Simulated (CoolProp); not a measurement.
R507A at 334.62 K and 4.39 MPa flows at 0.48 m/s in a round tube of 6 mm bore and 0.25 µm roughness, fully developed (64/Re and Nu = 3.66 if laminar; Colebrook and Gnielinski if turbulent). Each further row changes one setting.

Values from CoolProp's reference Helmholtz-energy equation of state, Lemmon 2003. It is a pseudo-pure fit of the blend.

```csv
case,Reynolds number,Darcy friction factor,pressure drop (Pa/m),heat-transfer coefficient (W/(m² K)),mass flow (kg/h)
as stated,29700,0.0236,393,1320,42.3
velocity 0.96 m/s,59500,0.0203,1350,2380,84.7
diameter 12 mm,59500,0.0202,168,1190,169
```

Viscosity comes from a separate model (Geller 2000). Thermal conductivity comes from a separate model (Geller 2001).
